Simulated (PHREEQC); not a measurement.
Consider water at 10 °C with 0.02 mol HNO3, 0.064 mol AlCl3 and 0.011 mol MnSO4 per kg of water. Closed to the air; pH follows from the charge balance.

Computed with PHREEQC (ion-association model, phreeqc.dat).

Precipitation was switched off in this run.

Order these Al species by the share of Al that they hold, largest first: AlSO4+, Al(SO4)2-, Al+3.

Al+3 (87 %), AlSO4+ (13 %), Al(SO4)2- (0.15 %)

Order these S species by the share of S that they hold, largest first: SO4-2, MnSO4, HSO4-, AlSO4+, Al(SO4)2-.

AlSO4+ (76 %), SO4-2 (15 %), HSO4- (5.2 %), Al(SO4)2- (1.8 %), MnSO4 (1.1 %)

The pH is 1.82 and the ionic strength 0.391 mol/kgw. Species that the database lacks are ignored. At this temperature some constants are extrapolated from 25 °C, and those without enthalpy data are left unchanged.
